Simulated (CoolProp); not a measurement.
n-decane at 298.15 K and 0.276 MPa flows at 7.8 m/s in a round tube of 10 mm bore and 45 µm roughness, fully developed (64/Re and Nu = 3.66 if laminar; Colebrook and Gnielinski if turbulent). Each further row changes one setting.

Computed with CoolProp (reference Helmholtz-energy equation of state, Lemmon 2006). It is a short technical equation, of lower accuracy than the large ones.

```
case               Reynolds number  Darcy friction factor  pressure drop (Pa/m)  heat-transfer coefficient (W/(m² K))  mass flow (kg/h)
-----------------  ---------------  ---------------------  --------------------  ------------------------------------  ----------------
as stated                        …                      …                 68300                                  9690                 …
velocity 15.6 m/s           133000                 0.0302                267000                                 19300              3210
diameter 20 mm              133000                 0.0254                 28000                                  8660                 …
```

Q: Complete the blanks.

A: 
- as stated, Reynolds number: 66700
- as stated, Darcy friction factor: 0.0309
- as stated, mass flow (kg/h): 1600
- diameter 20 mm, mass flow (kg/h): 6410

Viscosity comes from a separate model (Huber 2004). Thermal conductivity comes from a separate model (Huber 2005).
